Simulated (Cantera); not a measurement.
Feed: 1 mol Si, 0.57 mol H2O, 1.6 mol H2, at 1700 °C and 1.00 bar.

Cantera equilibrium calculation (NASA polynomials, part measured and part estimated; ideal gas, pure solids and liquids). Candidate condensed phases: H2O, Si, SiO2; 18 gas species. Gases not in the tables: Si2H6 and higher silanes. Kinetics and transport are ignored.

Base state: H2 0.791, SiO 0.208, H 0.00120, H2O 0.000122, SiH2 7.19e-5, Si 3.16e-5, SiH 2.03e-5 (mole fractions); condensed: Si(l).

What changes in the equilibrium state with this change: pressure from 1.00 bar to 1.33 mbar?


| species | before | after |
|---|---|---|
| H2 | 0.791 | 0.744 |
| SiO | 0.208 | 0.200 |
| H | 0.00120 | 0.0319 |
| Si | 3.16e-5 | 0.0237 |
| H2O | 0.000122 | 1.47e-7 |
| Si3 | 6.67e-8 | 5.00e-5 |
| Si2 | 3.07e-7 | 0.000230 |
| SiH | 2.03e-5 | 0.000540 |
| Si(l), mol | 0.430 | 0.359 |
